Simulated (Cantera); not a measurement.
# Hydrocarbon pyrolysis for carbon deposition

A perfectly stirred reactor is fed with 17.2 % C₂H₆, 82.8 % N₂, at 101000 Pa; it is held at 1500 K, and followed from long to short residence time.

Detailed kinetics in Cantera: GRI-Mech 3.0 (53 species, 325 reactions). GRI-Mech 3.0 stops at C3 and has no aromatics, soot or wall deposition, so with more carbon than oxygen in the feed, carbon stays in small species such as C2H2 where larger ones or solid carbon would form.

| τ (s) | x C₂H₆ | x H₂ | x HCN | x C₂H₂ | x C₂H | x CH₃ |
|---|---|---|---|---|---|---|
| 0.83 | 0.000147 | 0.194 | 1.11e-8 | 0.105 | 1.32e-8 | 6.16e-5 |
| 0.31 | 0.000291 | 0.193 | 1.05e-8 | 0.104 | 1.76e-8 | 8.36e-5 |
| 0.12 | 0.000561 | 0.192 | 1.06e-8 | 0.103 | 2.37e-8 | 0.000113 |
| 0.045 | 0.00112 | 0.189 | 1.09e-8 | 0.0995 | 3.17e-8 | 0.000157 |
| 0.017 | 0.00230 | 0.182 | 1.11e-8 | 0.0931 | 4.03e-8 | 0.000223 |
| 0.0064 | 0.00492 | 0.168 | 1.10e-8 | 0.0816 | 4.73e-8 | 0.000327 |
| 0.0024 | 0.0109 | 0.147 | 1.07e-8 | 0.0636 | 4.91e-8 | 0.000493 |
| 0.00091 | 0.0246 | 0.119 | 1.01e-8 | 0.0409 | 4.15e-8 | 0.000750 |
| 0.00034 | 0.0536 | 0.0859 | 8.83e-9 | 0.0191 | 2.57e-8 | 0.00111 |
x: mole fraction; the columns are a selection and need not sum to one.
